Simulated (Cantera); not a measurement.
What does this Cantera script print?

```python
import numpy as np
import cantera as ct

gas = ct.Solution("gri30.yaml")


def delay(T, t_max=10):
    gas.TPX = T, 140000, {'C3H8': 1, 'O2': 3.12, 'N2': 11.8}
    reactor = ct.IdealGasReactor(gas, clone=False)
    net = ct.ReactorNet([reactor])
    net.rtol, net.atol = 1e-8, 1e-16
    while net.time < t_max:
        t_old, T_old = net.time, reactor.T
        net.step()
        if reactor.T > T + 400:  # ignition: a rise of 400 K
            return t_old + (T + 400 - T_old) / (reactor.T - T_old) * (net.time - t_old)
    return np.nan


taus = []
for T in [1200, 1250, 1300, 1350, 1400, 1450, 1500, 1550, 1600]:
    taus.append(delay(T))
    print(f"T0 = {T:6g} K   tau = {taus[-1]:.4e} s")
```

It prints:

```
T0 =   1200 K   tau = 5.0549e-03 s
T0 =   1250 K   tau = 1.9094e-03 s
T0 =   1300 K   tau = 7.9324e-04 s
T0 =   1350 K   tau = 3.6316e-04 s
T0 =   1400 K   tau = 1.8261e-04 s
T0 =   1450 K   tau = 1.0020e-04 s
T0 =   1500 K   tau = 5.9510e-05 s
T0 =   1550 K   tau = 3.7912e-05 s
T0 =   1600 K   tau = 2.5673e-05 s
```

Detailed kinetics in Cantera: GRI-Mech 3.0 (53 species, 325 reactions). GRI-Mech 3.0 was tuned for natural gas; its chemistry of propane as a main component is partial and can be far from experiment.
